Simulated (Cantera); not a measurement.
Source: NASA polynomial tables (part measured, part estimated), evaluated in Cantera. Values are per mole of reaction as written; species without (g) are pure solids or liquids, kept so even where they would boil at 1 bar.

Between 623 and 823 K, where is each reaction favourable under standard conditions?
- 2 V2O4 + N(g) ⇌ NO2(g) + 2 V2O3
- V2O3 + NO2(g) ⇌ V2O5 + N(g)
- N2O(g) + V2O4 ⇌ V2O5 + 2 N(g)


- 2 V2O4 + N(g) ⇌ NO2(g) + 2 V2O3: ΔG° is -52 kJ at 623 K and -55 kJ at 823 K; it stays negative (K > 1). ΔH° is -48 kJ and ΔS° 8 J/K at 823 K.
- V2O3 + NO2(g) ⇌ V2O5 + N(g): ΔG° is 139 kJ at 623 K and 147 kJ at 823 K; it stays positive (K < 1). ΔH° is 114 kJ and ΔS° -40 J/K at 823 K.
- N2O(g) + V2O4 ⇌ V2O5 + 2 N(g): ΔG° is 675 kJ at 623 K and 655 kJ at 823 K; it stays positive (K < 1). ΔH° is 738 kJ and ΔS° 101 J/K at 823 K.
